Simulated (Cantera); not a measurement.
Feed: 1 mol HI, 4.2 mol O₂, equilibrated at 0.100 bar.

These are equilibrium values from Cantera (NASA tables, ideal gas, pure condensed phases), not measurements of a reactor. Candidate condensed phases: H₂O, I₂; 12 gas species. Rates play no part.

Q: At 1323 K, list the 6 most abundant gas species with their mole fractions, and the condensed phases.

A: O₂ 0.732, I 0.166, H₂O 0.0926, I₂ 0.00961, HI 9.08e-5, OH 3.19e-5. Condensed: gas only.
